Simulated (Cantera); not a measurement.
A closed system holds: 1 mol Si2H6, 0.049 mol Cl2, 12 mol H2, held at 100000 Pa.

These are equilibrium values from Cantera (NASA tables, ideal gas, pure condensed phases), not measurements of a reactor. Candidate condensed phases: Si; 19 gas species. The feed counts by its element totals alone. The tables' values for SiCl3 are old estimates; treat these amounts as uncertain. Rates play no part. All values below are at 1050 K.

Base state: H2 0.995, HCl 0.00377, SiHCl3 0.000518, SiCl4 0.000189, SiH2Cl2 0.000162, SiCl2 2.66e-5, SiCl3 1.67e-5, SiH3Cl 1.32e-5 (mole fractions); condensed: Si(s).

Q: What changes in the equilibrium state with this change: pressure from 100000 Pa to 27000 Pa?

A: 
```
species       before     after
----------  --------  --------
H2             0.995     0.995
HCl          0.00377   0.00481
SiHCl3      0.000518  0.000292
SiH3Cl       1.32e-5   4.55e-6
SiH2Cl2     0.000162   7.14e-5
Si(s), mol      1.99      1.99
```
